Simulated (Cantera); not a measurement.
Input (Python, Cantera) and output of one run.

```python
import numpy as np
import cantera as ct

gas_names = [...]  # 113 gases of nasa_gas.yaml made of C, H, O, Ti
cond_names = """
    C(gr) C6H6(L) C7H8(L) C8H18(L),n-octa H2O(s) H2O(L) Ti(a) Ti(b) Ti(L) TiC(s) TiC(L) TiO(a) TiO(b)
    TiO(L) TiO2(ru) TiO2(L) Ti2O3(a) Ti2O3(b) Ti2O3(L) Ti3O5(a) Ti3O5(b) Ti3O5(L) Ti4O7(s) Ti4O7(L)
""".split()


# ... load() reads the species with a 1 bar reference pressure and builds the phases ...
atoms = {
    'TiO2': {'Ti': 1, 'O': 2},
    'CH4': {'C': 1, 'H': 4},
    'CO': {'C': 1, 'O': 1},
}
top_T = {'C(gr)': 4500}  # K; cautious upper limits of use, not melting points


# ... equilibrate(T, P, feed) seeds the gas with the atoms and calls Mixture.equilibrate('TP', solver="vcs", rtol=1e-11, max_steps=5000) ...
results = []
feed = {'TiO2': 1, 'CH4': 0.58, 'CO': 0.21}  # mol
T = 2098.15  # K
P = 3300  # Pa
mix = equilibrate(T, P, feed)
results.append((T, P, feed, dict(zip(mix.species_names, mix.species_moles))))
print(gas.report(threshold=0.0001))
for i in range(1, mix.n_phases):
    print(f"{mix.phase(i).name:16s} {mix.phase_moles(i):12.5e} mol")
```

It prints:

```
       temperature   2098.2 K
          pressure   3300 Pa
           density   0.0023603 kg/m^3
  mean mol. weight   12.477 kg/kmol
   phase of matter   gas

                          1 kg             1 kmol
                     ---------------   ---------------
          enthalpy        1.2775e+06        1.5939e+07  J
   internal energy       -1.2068e+05       -1.5058e+06  J
           entropy             20238        2.5252e+05  J/K
    Gibbs function       -4.1186e+07       -5.1389e+08  J
 heat capacity c_p            2815.1             35124  J/K
 heat capacity c_v            2148.7             26810  J/K

                      mass frac. Y      mole frac. X     chem. pot. / RT
                     ---------------   ---------------   ---------------
                CO           0.90337           0.40241           -38.525
                 H         0.0010469          0.012959           -11.792
                H2          0.094379           0.58412           -23.583
               H2O         0.0005156        0.00035711           -52.894
     [ +109 minor]        0.00068886        0.00015134

C(gr)             0.00000e+00 mol
Ti(L)             0.00000e+00 mol
TiC(s)            0.00000e+00 mol
TiO(L)            1.61396e-01 mol
TiO2(ru)          0.00000e+00 mol
Ti2O3(b)          4.19203e-01 mol
Ti3O5(L)          0.00000e+00 mol
Ti4O7(L)          0.00000e+00 mol
```

Equilibrium computed with Cantera from the NASA thermochemical tables; the gas is ideal and each condensed phase is pure. Mutual solubility and eutectic melting of coexisting phases are not modelled. TiO: taken at fixed stoichiometry.
